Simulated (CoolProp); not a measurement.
Values from CoolProp's reference Helmholtz-energy equation of state, Schmidt 1985. Above 300 K oxygen's equation is extrapolated.

**Question.** For oxygen, give the phase and the speed of sound (m/s), viscosity (µPa s), Prandtl number at 336.9 K and 126 bar.

**Answer.** 
- 336.9 K and 126 bar: supercritical; speed of sound 367, viscosity 25.6, Prandtl number 0.789

Viscosity comes from a separate model (Lemmon 2004). Thermal conductivity comes from a separate model (Lemmon 2004).
